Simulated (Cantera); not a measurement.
An adiabatic, constant-volume homogeneous reactor starts with CH4 : O2 : N2 : H2O = 1 : 3.39 : 12.7 : 1.8 (molar parts), equivalence ratio 0.59, at 1123 K and 1200000 Pa. Integrator tolerance rtol = 1e-08.

Computed with Cantera and GRI-Mech 3.0 (53 species, 325 reactions). The pressure lies above the range GRI-Mech 3.0 was tuned for (to about 10 atm).

```json
[
 {"quantity": "time of steepest temperature rise", "before": "8.72 ms", "after": "9.03 ms"},
 {"quantity": "temperature at 0.500 s", "before": "2409 K", "after": "2176 K"},
 {"quantity": "equilibrium temperature", "before": "2409 K", "after": "2176 K"},
 {"quantity": "x(CH4) at 0.500 s", "before": "<1e-12 (gas-phase equilibrium <1e-12)", "after": "<1e-12 (gas-phase equilibrium <1e-12)"},
 {"quantity": "x(O2) at 0.500 s", "before": "0.0675 (gas-phase equilibrium 0.0675)", "after": "0.0698 (gas-phase equilibrium 0.0698)"},
 {"quantity": "x(H2O) at 0.500 s", "before": "0.198 (gas-phase equilibrium 0.198)", "after": "0.199 (gas-phase equilibrium 0.199)"},
 {"quantity": "x(CO2) at 0.500 s", "before": "0.0519 (gas-phase equilibrium 0.0519)", "after": "0.0526 (gas-phase equilibrium 0.0526)"},
 {"quantity": "x(C2H2) at 0.500 s", "before": "<1e-12 (gas-phase equilibrium <1e-12)", "after": "<1e-12 (gas-phase equilibrium <1e-12)"}
]
```

### Question
What was changed between the two runs?
(A) pressure from 1200000 Pa to 420000 Pa
(B) initial temperature 1123 to 1423 K
(C) initial temperature 1123 to 1550 K
(D) constant pressure in place of constant volume

### Answer
D, constant pressure in place of constant volume
